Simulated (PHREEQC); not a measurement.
Model water analysis in mg/L, 20 °C, pH 6.77, pe 11.3:

```
constituent            mg/L
------------------  -------
Na                    0.223
K                     0.329
Ca                    0.085
Mg                    0.116
Cl                    0.351
S(6) as SO4           0.114
Alkalinity as HCO3     1.21
Zn                  0.00571
```

Valence states are taken as typed.

Equilibrium calculation in PHREEQC: ion-association model, wateq4f.dat.

```csv
quantity,before,after
HCO3- (mol/kgw),2.00e-5,2.01e-5
CO2 (mol/kgw),8.10e-6,1.63e-5
CO3-2 (mol/kgw),5.06e-9,2.56e-9
ZnOH+ (mol/kgw),3.72e-10,1.87e-10
MgOH+ (mol/kgw),6.30e-11,3.16e-11
SI of Zincite(c) (ZnO),-4.95,-5.55
```

### Question
Name the change that produced these shifts.
(A) temperature from 20 to 15 °C at the same typed pH
(B) pH from 6.77 to 6.47 at the same alkalinity
(C) pH from 6.77 to 7.07 at the same alkalinity
(D) all concentrations times 4 at the same typed pH

### Answer
B, pH from 6.77 to 6.47 at the same alkalinity

No solid was allowed to form.
